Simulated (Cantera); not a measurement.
A closed system holds: 1 mol Si, 26 mol HBr, 34 mol N₂, at 13.3 mbar.

Method: chemical equilibrium by Gibbs-energy minimisation in Cantera with the NASA 1993 tables (ideal gas, pure condensed phases). Candidate condensed phases: Br₂, Si, Si₃N₄; 28 gas species. The tables' values for SiBr₃ are old estimates; treat these amounts as uncertain. Equilibrium is a limit: real reactors are often held back by kinetics, nucleation or transport. All values below are at 1400 K.

Base state: N₂ 0.569, HBr 0.369, H₂ 0.0330, Br 0.0129, SiBr₄ 0.00901, SiBr₂ 0.00624, SiBr₃ 0.00144, Br₂ 7.74e-5 (mole fractions); condensed: gas only.

### Question
What changes in the equilibrium state with this change: HBr from 26 to 8.6 mol?

### Answer
| species | before | after |
|---|---|---|
| N₂ | 0.569 | 0.799 |
| HBr | 0.369 | 0.151 |
| H₂ | 0.0330 | 0.0258 |
| Br | 0.0129 | 0.00597 |
| SiBr₂ | 0.00624 | 0.0128 |
| Br₂ | 7.74e-5 | 1.66e-5 |
| SiBr₄ | 0.00901 | 0.00397 |
| SiHBr₃ | 3.52e-5 | 2.97e-5 |
| SiBr₃ | 0.00144 | 0.00137 |
| Si₃N₄(s), mol | 0 | 0.0764 |
N₂ is the only nitrogen source here; it is nearly inert below about 1500 K, so the nitride shown seldom forms there in practice.
